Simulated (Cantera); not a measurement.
Charge: 1 mol SiO₂, 0.77 mol SiCl₄, a varied amount of H₂, 5.9 mol HCl, held at 1673 K and 3.00e-5 bar.

Equilibrium computed with Cantera from the NASA thermochemical tables; the gas is ideal and each condensed phase is pure. Candidate condensed phases: H₂O, Si, SiO₂; 30 gas species. The tables hold silica as quartz up to 1696 K and as liquid above; real silica turns to tridymite and cristobalite and melts near 1996 K. Rates play no part.

At 2.6 mol H₂, list the 7 most abundant gas species with their mole fractions, and the condensed phases.

HCl 0.719, SiO 0.133, H₂ 0.101, Cl 0.0368, H 0.00659, H₂O 0.00377, OH 1.19e-5. Condensed: SiO₂(β-quartz).
